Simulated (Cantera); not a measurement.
A closed system holds: 1 mol AlN, 0.15 mol H2O, 7.9 mol N2, at 1402 °C and 0.00870 bar.

Method: chemical equilibrium by Gibbs-energy minimisation in Cantera with the NASA 1993 tables (ideal gas, pure condensed phases). Candidate condensed phases: Al, AlN, Al2O3, H2O; 35 gas species. Mutual solubility and eutectic melting of coexisting phases are not modelled. Rates play no part.

Base state: N2 0.981, H2 0.0184, H 0.000169, Al 1.58e-5 (mole fractions); condensed: AlN(s) + Al2O3(s).

What changes in the equilibrium state with this change: H2O from 0.15 to 0.11 mol?


```json
[
 {"species": "N2", "before": "0.981", "after": "0.986"},
 {"species": "H2", "before": "0.0184", "after": "0.0136"},
 {"species": "H", "before": "0.000169", "after": "0.000145"},
 {"species": "Al", "before": "1.58e-5", "after": "1.58e-5"},
 {"species": "AlN(s), mol", "before": "0.900", "after": "0.927"},
 {"species": "Al2O3(s), mol", "before": "0.0500", "after": "0.0367"}
]
```
